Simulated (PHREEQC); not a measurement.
Make-up at 25 °C: 0.0021 mol H3PO4 and 0.25 mol Na2SO4 per kg of water. Closed to the air; pH follows from the charge balance.

Computed with PHREEQC (ion-association model, phreeqc.dat).

### Question
The ionic strength comes out as 0.600 mol/kgw. What activity coefficients do HSO4-, Na+, SO4-2, H+, NaSO4- get?

### Answer
HSO4- 0.74, Na+ 0.72, SO4-2 0.19, H+ 0.76, NaSO4- 0.68.

This is a speciation only: nothing precipitates in the calculation. Species that the database lacks are ignored.
